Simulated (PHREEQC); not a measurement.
A solution holds 22 mmol/kgw CuCl2 and 0.79 mmol/kgw HBF4, at 25 °C. Closed to the air; pH follows from the charge balance.

Model: ion-association model, phreeqc.dat, run in PHREEQC.

Q: The ionic strength comes out as 0.0648 mol/kgw. What activity coefficients do HF2-, CuF+, Cu+2, H+, CuCl+ get?

A: HF2- 0.81, CuF+ 0.81, Cu+2 0.45, H+ 0.84, CuCl+ 0.80.

No solid was allowed to form. Species that the database lacks are ignored. Real BF4- forms and hydrolyses slowly; the run takes it at equilibrium.
